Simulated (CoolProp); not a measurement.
Vapour-liquid equilibrium of benzene (1) + o-xylene (2) at 65.95 °C; x and y are mole fractions of (1).

Model: multi-fluid Helmholtz-energy mixture model, Thol 2012 and Zhou 2012; pair parameters Bell 2016, in CoolProp.

| x | bubble pressure (bar) | y at the bubble point | dew pressure at overall composition x (bar) | liquid density (mol/L) |
|---|---|---|---|---|
| 0.05 | … | 0.285 | 0.07417 | 8.029 |
| 0.2 | … | 0.700 | 0.08583 | … |
| 0.35 | 0.2916 | 0.847 | … | 8.714 |
| 0.5 | 0.3897 | 0.912 | 0.1261 | … |
| 0.65 | … | 0.946 | 0.1660 | … |
| 0.8 | 0.5442 | 0.970 | 0.2460 | 9.938 |
| 0.95 | 0.6158 | … | 0.4842 | 10.43 |

**Question.** Fill in the missing entries.

**Answer.** 
- 0.05, bubble pressure (bar): 0.09429
- 0.2, bubble pressure (bar): 0.1861
- 0.2, liquid density (mol/L): 8.363
- 0.35, dew pressure at overall composition x (bar): 0.1020
- 0.5, liquid density (mol/L): 9.089
- 0.65, bubble pressure (bar): 0.4725
- 0.65, liquid density (mol/L): 9.494
- 0.95, y at the bubble point: 0.992

No azeotrope shows between x = 0.05 and 0.95.

The pair parameters rest on a limited set of measurements; away from them the model extrapolates. The gap from Raoult's law changes sign with composition, which may be real or a fault of the pair parameters; it wasn't checked against measurements.
